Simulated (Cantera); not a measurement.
Feed: 1 mol FeS, a varied amount of H2, equilibrated at 2150 K and 13.5 Torr.

These are equilibrium values from Cantera (NASA tables, ideal gas, pure condensed phases), not measurements of a reactor. Candidate condensed phases: Fe, FeS, FeS2, S; 8 gas species. Kinetics and transport are ignored.

x: gas mole fraction; nothing condenses.

| n(H2) (mol) | x H2 | x H | x Fe | x SH |
|---|---|---|---|---|
| 90 | 0.949 | 0.0306 | 0.0108 | ___ |
| 120 | 0.954 | 0.0307 | 0.00810 | ___ |
| 160 | 0.958 | 0.0308 | 0.00610 | ___ |
| 210 | 0.960 | 0.0308 | 0.00465 | ___ |
| 280 | 0.962 | 0.0308 | 0.00350 | ___ |
| 370 | 0.964 | 0.0309 | 0.00265 | ___ |
| 500 | 0.965 | 0.0309 | 0.00196 | ___ |
| 660 | 0.966 | 0.0309 | 0.00149 | ___ |
| 880 | 0.967 | 0.0309 | 0.00112 | ___ |
| 1200 | 0.967 | 0.0309 | 0.000819 | ___ |

Question: What belongs in the gaps?

Answer: 
- 90, x SH: 0.00362
- 120, x SH: 0.00289
- 160, x SH: 0.00229
- 210, x SH: 0.00182
- 280, x SH: 0.00141
- 370, x SH: 0.00110
- 500, x SH: 0.000836
- 660, x SH: 0.000646
- 880, x SH: 0.000492
- 1200, x SH: 0.000365
